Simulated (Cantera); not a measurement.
Feed: 1 mol Si, a varied amount of Cl2, at 1000 K and 1000 Pa.

Equilibrium computed with Cantera from the NASA thermochemical tables; the gas is ideal and each condensed phase is pure. Candidate condensed phases: Si; 9 gas species. Equilibrium is a limit: real reactors are often held back by kinetics, nucleation or transport.

Problem. Which condensed phases are stable at each of these points (n(Cl2) (mol)): 0.52, 0.86, 1.2, 1.5, 1.9, 2.2, 2.6, 2.9, 3.2, 3.6, 3.9, 4.3, 4.6?

Solution. 
```
n(Cl2) (mol)  condensed phases  Si condensed (%)
------------  ----------------  ----------------
0.52                     Si(s)              73.8
0.86                     Si(s)              56.6
1.2                      Si(s)              39.5
1.5                      Si(s)              24.4
1.9                      Si(s)               4.2
2.2                   gas only               0.0
2.6                   gas only               0.0
2.9                   gas only               0.0
3.2                   gas only               0.0
3.6                   gas only               0.0
3.9                   gas only               0.0
4.3                   gas only               0.0
4.6                   gas only               0.0
```

From 0.52 mol Cl2 to 1.9 mol Cl2 the condensed part is Si(s). From 2.2 mol Cl2 to 4.6 mol Cl2 nothing is condensed.
